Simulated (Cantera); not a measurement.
**Low-pressure radical oxidation in H2/O2**

An isothermal, constant-pressure homogeneous reactor starts with 21.3 % H2, 78.7 % O2, at 1023 K and 4.73 Torr.

Model: the H2/O2 subset of GRI-Mech 3.0, which has no nitrogen chemistry, integrated in Cantera. Radical loss at walls, strong at low pressure, is not modelled. The temperature is held fixed by assumption; the heat of reaction is taken as removed at once.

```csv
t (s),x H2,x O2,x H2O2,x H,x OH,x O,x HO2
0.000600,0.213,0.787,<1e-12,1.51e-9,2.95e-10,6.65e-10,8.58e-10
0.00219,0.213,0.787,5.25e-12,2.28e-7,4.76e-8,1.13e-7,4.56e-9
0.00802,0.0285,0.699,1.79e-7,0.0873,0.00694,0.0402,6.07e-6
0.0293,0.00546,0.727,1.62e-7,0.0303,0.00396,0.0270,7.39e-6
0.107,0.000588,0.759,2.32e-7,0.000896,0.00122,0.00271,5.27e-6
0.392,2.81e-5,0.762,1.15e-7,9.41e-6,0.000264,0.000132,1.04e-6
1.43,2.42e-6,0.762,3.72e-8,2.73e-7,8.15e-5,1.25e-5,1.44e-7
5.24,3.62e-7,0.762,1.22e-8,1.75e-8,3.26e-5,2.00e-6,2.60e-8
19.1,7.26e-8,0.762,3.99e-9,1.65e-9,1.49e-5,4.15e-7,5.88e-9
70.0,1.68e-8,0.762,1.24e-9,1.90e-10,7.22e-6,9.81e-8,1.69e-9
```
x: mole fraction; the columns are a selection and need not sum to one.

Equilibrium at this temperature and pressure: H2 5.90e-10, O2 0.762, H2O2 6.19e-11, H 1.28e-12, OH 1.35e-6, O 3.45e-9, HO2 1.52e-9 (gas phase only).
